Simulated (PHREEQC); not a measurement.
A PHREEQC speciation (ion-association model, phreeqc.dat) at 25 °C gives pH 1.50 and these molalities:

```json
[
 {"species": "Zn+2", "mol/kgw": "0.0632"},
 {"species": "HSO4-", "mol/kgw": "0.0495"},
 {"species": "SO4-2", "mol/kgw": "0.0471"},
 {"species": "ZnSO4", "mol/kgw": "0.0419"},
 {"species": "H+", "mol/kgw": "0.0405"},
 {"species": "Zn(SO4)2-2", "mol/kgw": "0.0149"},
 {"species": "Mn+2", "mol/kgw": "0.00326"},
 {"species": "MnSO4", "mol/kgw": "0.00184"}
]
```

### Question
What are the element totals, and what could have been dissolved in 1 kg of water to give them?

### Answer
One answer among several that fit: totals Mn(2) 0.00510, S(6) 0.170, Zn 0.120 mol/kgw, from 0.045 mol H2SO4, 0.12 mol ZnSO4 and 0.0051 mol MnSO4 per kg of water.

This is a speciation only: nothing precipitates in the calculation.
